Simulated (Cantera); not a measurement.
Charge: 1 mol S, 3.2 mol O₂, 5.9 mol H₂, at 1848 K and 1.33 mbar.

Equilibrium computed with Cantera from the NASA thermochemical tables; the gas is ideal and each condensed phase is pure. Candidate condensed phases: H₂O, H₂SO₄, S; 19 gas species. The numbers say what is thermodynamically allowed, not how fast it happens.

Base state: H₂O 0.654, H₂ 0.194, SO₂ 0.127, SO 0.0151, H 0.00640, OH 0.00159, S 0.000681, S₂ 0.000527 (mole fractions); condensed: gas only.

What changes in the equilibrium state with this change: H₂ from 5.9 to 0.4 mol?


```json
[
 {"species": "O₂", "before": "5.90e-5", "after": "0.583"},
 {"species": "SO₂", "before": "0.127", "after": "0.292"},
 {"species": "H₂O", "before": "0.654", "after": "0.113"},
 {"species": "H₂", "before": "0.194", "after": "0.000339"},
 {"species": "SO", "before": "0.0151", "after": "0.000351"},
 {"species": "S₂", "before": "0.000527", "after": "<1e-9"},
 {"species": "H₂S", "before": "0.000150", "after": "<1e-9"},
 {"species": "SH", "before": "0.000502", "after": "4.89e-9"},
 {"species": "S₂O", "before": "1.11e-5", "after": "<1e-9"}
]
```

What changes in the equilibrium state with this change: pressure from 1.33 mbar to 1 atm?


```tsv
species	before	after
H₂O	0.654	0.754
H₂	0.194	0.112
SO₂	0.127	0.0972
H₂S	0.000150	0.0128
S₂	0.000527	0.0150
SO	0.0151	0.00582
O	3.98e-5	1.04e-7
O₂	5.90e-5	3.08e-7
S₂O	1.11e-5	0.000629
H	0.00640	0.000177
```
